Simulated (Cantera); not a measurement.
# Low-pressure radical oxidation in H2/O2

An isothermal, constant-pressure homogeneous reactor starts with 13.9 % H₂, 60.6 % O₂, 25.5 % N₂, at 1223 K and 0.0190 bar.

Computed with Cantera and GRI-Mech 3.0 (53 species, 325 reactions). Radical loss at walls, strong at low pressure, is not modelled. The temperature is held fixed by assumption; the heat of reaction is taken as removed at once.

```csv
t (s),x H₂,x O₂,x OH,x H₂O,x N₂O,x HO₂
6.00e-5,0.139,0.606,3.39e-9,4.76e-9,<1e-12,1.02e-8
0.000163,0.139,0.606,2.97e-8,8.98e-8,<1e-12,2.79e-8
0.000445,0.139,0.606,3.07e-6,1.19e-5,<1e-12,1.08e-7
0.00121,0.0211,0.537,0.0104,0.0898,4.33e-10,6.75e-6
0.00330,0.00550,0.531,0.00716,0.115,2.64e-9,7.06e-6
0.00899,0.00357,0.550,0.00584,0.131,3.55e-9,7.22e-6
0.0245,0.00112,0.569,0.00329,0.145,5.55e-9,5.88e-6
0.0667,0.000164,0.575,0.00126,0.149,8.25e-9,2.52e-6
0.182,2.24e-5,0.576,0.000469,0.150,9.96e-9,6.11e-7
0.495,4.09e-6,0.576,0.000202,0.150,1.08e-8,1.43e-7
1.35,9.77e-7,0.577,9.94e-5,0.150,1.11e-8,4.05e-8
3.67,2.78e-7,0.577,5.33e-5,0.150,1.10e-8,1.66e-8
10.0,9.11e-8,0.577,3.06e-5,0.150,1.02e-8,1.29e-8
```
x: mole fraction; the columns are a selection and need not sum to one.

Equilibrium at this temperature and pressure: H₂ 2.93e-8, O₂ 0.576, OH 1.73e-5, H₂O 0.150, N₂O 1.28e-9, HO₂ 1.67e-8 (gas phase only).
